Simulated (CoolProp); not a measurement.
50 sccm (0 °C, 1 atm) of nitrogen bubbles through liquid hexamethyldisiloxane (MM) at 326.9 K and leaves saturated at a total pressure of 0.15 MPa (ideal gas phase). Each further row changes one setting.

Computed with CoolProp (reference Helmholtz-energy equation of state, Thol 2016).

| case | vapour pressure (kPa) | mole fraction of vapour | delivery (mg/min) | delivery (sccm) | change of delivery for a bath 1 K warmer (%) |
|---|---|---|---|---|---|
| as stated | 20.5 | ___ | ___ | ___ | 4.8 |
| bath temperature 331.9 K | 24.9 | 0.166 | 72.3 | 9.97 | 4.8 |
| total pressure 0.3 MPa | 20.5 | ___ | 26.5 | ___ | 4.4 |

Problem. Complete the blanks.

Solution. 
- as stated, mole fraction of vapour: 0.136
- as stated, delivery (mg/min): 57.2
- as stated, delivery (sccm): 7.90
- total pressure 0.3 MPa, mole fraction of vapour: 0.0682
- total pressure 0.3 MPa, delivery (sccm): 3.66
